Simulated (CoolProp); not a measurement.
R245fa along the isobar 9.54 MPa: density (kg/m³) from the reference equation and from simpler models built on Tc = 153.9 °C, pc = 3.651 MPa, ω = 0.378; each cubic takes its own stable root.

The numbers come from the reference Helmholtz-energy equation of state, Akasaka 2015 in CoolProp.

```json
[
 {"T (°C)": "92.55", "phase": "liquid", "reference": "1185"},
 {"T (°C)": "98.25", "phase": "liquid", "reference": "1168"},
 {"T (°C)": "104.05", "phase": "liquid", "reference": "1150"},
 {"T (°C)": "109.75", "phase": "liquid", "reference": "1132"},
 {"T (°C)": "115.45", "phase": "liquid", "reference": "1113"},
 {"T (°C)": "121.15", "phase": "liquid", "reference": "1094"},
 {"T (°C)": "126.85", "phase": "liquid", "reference": "1074"},
 {"T (°C)": "132.55", "phase": "liquid", "reference": "1053"},
 {"T (°C)": "138.25", "phase": "liquid", "reference": "1032"},
 {"T (°C)": "143.95", "phase": "liquid", "reference": "1009"},
 {"T (°C)": "149.75", "phase": "liquid", "reference": "985.8"},
 {"T (°C)": "155.45", "phase": "supercritical", "reference": "961.7"},
 {"T (°C)": "161.15", "phase": "supercritical", "reference": "936.6"},
 {"T (°C)": "166.85", "phase": "supercritical", "reference": "910.3"}
]
```

**Question.** How far does each simpler model (van der Waals, Redlich-Kwong, Soave-Redlich-Kwong, Peng-Robinson) lie from the reference over these 14 states: mean and median of the absolute difference, and the worst?

**Answer.** 
- van der Waals: mean 32.1 %, median 32.6 %, worst -35.2 % at 92.55 °C and 9.54 MPa
- Redlich-Kwong: mean 12.7 %, median 12.8 %, worst -12.9 % at 126.85 °C and 9.54 MPa
- Soave-Redlich-Kwong: mean 11.0 %, median 10.9 %, worst -13.5 % at 166.85 °C and 9.54 MPa
- Peng-Robinson: mean 1.8 %, median 1.6 %, worst -4.3 % at 166.85 °C and 9.54 MPa
